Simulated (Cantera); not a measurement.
Input: 1 mol Si, 0.67 mol NF3, 2.4 mol N2, 5.8 mol HF, equilibrated at 852 °C and 10.0 Torr.

Cantera equilibrium calculation (NASA polynomials, part measured and part estimated; ideal gas, pure solids and liquids). Candidate condensed phases: Si, Si3N4; 37 gas species. Rates play no part.

Base state: HF 0.446, N2 0.320, SiF4 0.117, H2 0.117 (mole fractions); condensed: gas only.

What changes in the equilibrium state with this change: NF3 from 0.67 to 2.5 mol?


```
species  before    after
-------  ------  -------
HF        0.446    0.419
N2        0.320    0.264
F         <1e-9    0.236
H2        0.117    <1e-9
SiF4      0.117   0.0723
F2        <1e-9  0.00849
```
